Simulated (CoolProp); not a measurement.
Dodecamethylcyclohexasiloxane (D6) at several states: fugacity coefficient from the reference equation and from simpler models built on Tc = 645.8 K, pc = 0.9614 MPa, ω = 0.736; each cubic takes its own stable root.

Model: reference Helmholtz-energy equation of state, Colonna 2008, in CoolProp. It is a short technical equation, of lower accuracy than the large ones.

```
T (K)  p (MPa)   phase  reference
-----  -------  ------  ---------
516      0.152  liquid     0.5862
441.8   0.0221  liquid     0.5629
360     0.0352  liquid   0.009586
491.6   0.0209     gas     0.9783
309.6     1.16  liquid   9.892e-6
318.3   0.0594  liquid  0.0003273
```

### Question
How far does each simpler model (van der Waals, Soave-Redlich-Kwong, Peng-Robinson) lie from the reference over these 6 states: mean and median of the absolute difference, and the worst?

### Answer
- van der Waals: mean 62537.3 %, median 4986.8 %, worst +243935.6 % at 309.6 K and 1.16 MPa
- Soave-Redlich-Kwong: mean 3.9 %, median 1.9 %, worst +12.5 % at 309.6 K and 1.16 MPa
- Peng-Robinson: mean 19.9 %, median 12.4 %, worst +49.7 % at 309.6 K and 1.16 MPa

At some of these states van der Waals gives the other phase, because its saturation line lies elsewhere.
